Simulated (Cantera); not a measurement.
Input (Python, Cantera):

```python
import numpy as np
import cantera as ct

gas = ct.Solution("gri30.yaml", transport_model="multicomponent")
show = ['OH', 'C2H2', 'N2']

rows = []
print(f"{'T/K':>7s}{'rho':>11s}{'cp':>10s}{'mu':>11s}{'lambda':>11s}{'Pr':>7s}" + "".join(f"{'D_' + s:>11s}" for s in show))
for T in [400, 600, 800, 1000, 1200, 1400, 1600]:
    gas.TPX = T, 510000, {'CO': 0.68}
    Pr = gas.cp_mass * gas.viscosity / gas.thermal_conductivity
    D = [gas.mix_diff_coeffs_mole[gas.species_index(s)] for s in show]
    rows.append([gas.density, gas.cp_mass, gas.viscosity, gas.thermal_conductivity, Pr, *D])
    print(f"{T:7g}{gas.density:11.4e}{gas.cp_mass:10.1f}{gas.viscosity:11.4e}"
          f"{gas.thermal_conductivity:11.4e}{Pr:7.3f}" + "".join(f"{d:11.4e}" for d in D))
print("SI units: kg/m3, J/kg/K, Pa s, W/m/K, m2/s")
```

It prints:

```
    T/K        rho        cp         mu     lambda     Pr       D_OH     D_C2H2       D_N2
    400 4.2953e+00    1048.7 2.1957e-05 3.1878e-02  0.722 1.0300e-05 5.5290e-06 6.7861e-06
    600 2.8635e+00    1085.9 2.9084e-05 4.3969e-02  0.718 2.0506e-05 1.1240e-05 1.3556e-05
    800 2.1476e+00    1138.7 3.5241e-05 5.5990e-02  0.717 3.3220e-05 1.8380e-05 2.1992e-05
   1000 1.7181e+00    1184.0 4.0802e-05 6.7494e-02  0.716 4.8193e-05 2.6797e-05 3.1927e-05
   1200 1.4318e+00    1219.2 4.5947e-05 7.8346e-02  0.715 6.5253e-05 3.6387e-05 4.3247e-05
   1400 1.2272e+00    1246.1 5.0779e-05 8.8579e-02  0.714 8.4274e-05 4.7076e-05 5.5866e-05
   1600 1.0738e+00    1266.6 5.5365e-05 9.8241e-02  0.714 1.0515e-04 5.8805e-05 6.9718e-05
SI units: kg/m3, J/kg/K, Pa s, W/m/K, m2/s
```

Model: GRI-Mech 3.0 (53 species, 325 reactions), integrated in Cantera.
